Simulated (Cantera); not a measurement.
Input (Python, Cantera):

```python
import numpy as np
import cantera as ct

gas = ct.Solution("gri30.yaml")
gas.TPX = 1500, 100000, {'CH4': 1, 'H2': 11}
inlet = ct.Reservoir(gas, clone=True)

reactor = ct.IdealGasConstPressureReactor(gas, energy="off", clone=False)
exhaust = ct.Reservoir(gas, clone=True)
tau = [0.78, 0.36, 0.16, 0.075, 0.035, 0.016, 0.0073, 0.0033, 0.0015][0]
for a, b in ((inlet, reactor), (reactor, exhaust)):
    ct.MassFlowController(a, b, mdot=lambda t: reactor.mass / tau)
net = ct.ReactorNet([reactor])
show = ['CH4', 'H2', 'C2H6', 'CH2', 'CH3']

rows = []
print(f"{'tau/s':>10s}{'T/K':>9s}" + "".join(f"{s:>11s}" for s in show))
for tau in [0.78, 0.36, 0.16, 0.075, 0.035, 0.016, 0.0073, 0.0033, 0.0015]:
    net.initial_time = 0.0
    net.advance(30 * tau)
    before = gas.X
    net.advance(40 * tau)
    drift = np.max(np.abs(gas.X - before) / (gas.X + 1e-9))
    rows.append([gas.T, *gas[show].X, drift])
    print(f"{tau:10.3e}{gas.T:9.1f}" + "".join(f"{x:11.3e}" for x in gas[show].X))
```

Output:

```
     tau/s      T/K        CH4         H2       C2H6        CH2        CH3
 7.800e-01   1500.0  7.390e-02  9.217e-01  1.250e-05  3.684e-10  2.585e-05
 3.600e-01   1500.0  7.749e-02  9.198e-01  1.172e-05  3.707e-10  2.658e-05
 1.600e-01   1500.0  8.023e-02  9.183e-01  1.112e-05  3.720e-10  2.711e-05
 7.500e-02   1500.0  8.174e-02  9.175e-01  1.073e-05  3.714e-10  2.736e-05
 3.500e-02   1500.0  8.255e-02  9.171e-01  1.037e-05  3.684e-10  2.738e-05
 1.600e-02   1500.0  8.295e-02  9.168e-01  9.874e-06  3.608e-10  2.717e-05
 7.300e-03   1500.0  8.315e-02  9.167e-01  9.057e-06  3.448e-10  2.659e-05
 3.300e-03   1500.0  8.324e-02  9.167e-01  7.634e-06  3.126e-10  2.533e-05
 1.500e-03   1500.0  8.328e-02  9.167e-01  5.420e-06  2.548e-10  2.287e-05
```

Cantera simulation using GRI-Mech 3.0 (53 species, 325 reactions); the numbers are that mechanism's predictions, not measurements. GRI-Mech 3.0 stops at C3 and has no aromatics, soot or wall deposition, so with more carbon than oxygen in the feed, carbon stays in small species such as C2H2 where larger ones or solid carbon would form.
